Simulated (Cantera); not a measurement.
An adiabatic, constant-volume homogeneous reactor starts with 44.5 % CO, 4.36 % H₂, 10.8 % O₂, 40.4 % N₂, equivalence ratio 2.3, at 1725 K and 2.10 bar.

Model: GRI-Mech 3.0 (53 species, 325 reactions), integrated in Cantera. The hydrogen kinetics of GRI-Mech 3.0 are dated; newer H2 mechanisms differ, most at raised pressure. Above 3000 K some thermodynamic fits are extrapolated.

Q: Predict: time of steepest temperature rise; temperature at 4.00 s; equilibrium temperature; x(CO) at 4.00 s; x(H₂) at 4.00 s; x(O₂) at 4.00 s; x(CO₂) at 4.00 s; x(N₂O) at 4.00 s; x(NO) at 4.00 s.

A: 
| Quantity | Result |
|---|---|
| time of steepest temperature rise | 8.90 µs |
| temperature at 4.00 s | 3067 K |
| equilibrium temperature | 3067 K |
| x(CO) at 4.00 s | 0.328 (gas-phase equilibrium 0.328) |
| x(H₂) at 4.00 s | 0.00812 (gas-phase equilibrium 0.00812) |
| x(O₂) at 4.00 s | 0.0113 (gas-phase equilibrium 0.0113) |
| x(CO₂) at 4.00 s | 0.153 (gas-phase equilibrium 0.153) |
| x(N₂O) at 4.00 s | 6.99e-7 (gas-phase equilibrium 6.99e-7) |
| x(NO) at 4.00 s | 0.00893 (gas-phase equilibrium 0.00893) |
